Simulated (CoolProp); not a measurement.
A simple Rankine cycle with water: condensing at 322.15 K, boiler at 7.14 MPa, turbine inlet 600.3 K, turbine efficiency 0.7, pump efficiency 0.8, no recuperator. Each further row changes one setting.

Computed with CoolProp (reference Helmholtz-energy equation of state, Wagner 2002).

```tsv
case	thermal efficiency (%)	net work (kJ/kg)	heat in (kJ/kg)	turbine exit temperature (K)	volume ratio over the turbine
as stated	25.2	686	2720	322.2	336
turbine inlet 620.3 K	25.4	707	2790	322.2	322
condensing temperature 314.15 K	26.0	716	2760	314.1	492
boiler pressure 5 MPa	24.3	679	2800	322.2	228
turbine efficiency 0.6	21.5	586	2720	322.2	353
```

The expansion ends wet for: as stated; turbine inlet 620.3 K; condensing temperature 314.15 K; boiler pressure 5 MPa; turbine efficiency 0.6.
